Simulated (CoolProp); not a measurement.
Properties of hydrogen chloride along the isotherm 394.6 K.

Values from CoolProp's reference Helmholtz-energy equation of state, Thol 2018.

| p (kPa) | phase | Z | Joule-Thomson coefficient (K/MPa) | expansivity (1/kK) |
|---|---|---|---|---|
| 131 | gas | 0.9968 | 8.599 | 2.560 |
| 212 | gas | 0.9948 | 8.588 | 2.576 |
| 343 | gas | 0.9915 | 8.572 | 2.602 |
| 554 | gas | 0.9863 | 8.544 | 2.645 |
| 896 | gas | 0.9778 | 8.498 | 2.716 |
| 1450 | gas | 0.9640 | 8.419 | (withheld) |
| 2340 | gas | (withheld) | 8.283 | 3.049 |
| 3780 | gas | 0.9058 | (withheld) | 3.437 |
| 6100 | gas | 0.8473 | 7.548 | (withheld) |
| 9860 | supercritical | (withheld) | 6.559 | 5.968 |
| 15900 | supercritical | (withheld) | 4.670 | 10.46 |
| 25700 | supercritical | 0.5237 | 1.803 | (withheld) |
| 41600 | supercritical | 0.6447 | 0.5038 | 4.168 |

Question: Some entries are withheld; supply them.

Answer: 
- 1450, expansivity (1/kK): 2.838
- 2340, Z: 0.9418
- 3780, Joule-Thomson coefficient (K/MPa): 8.032
- 6100, expansivity (1/kK): 4.207
- 9860, Z: 0.7529
- 15900, Z: 0.6090
- 25700, expansivity (1/kK): 8.506
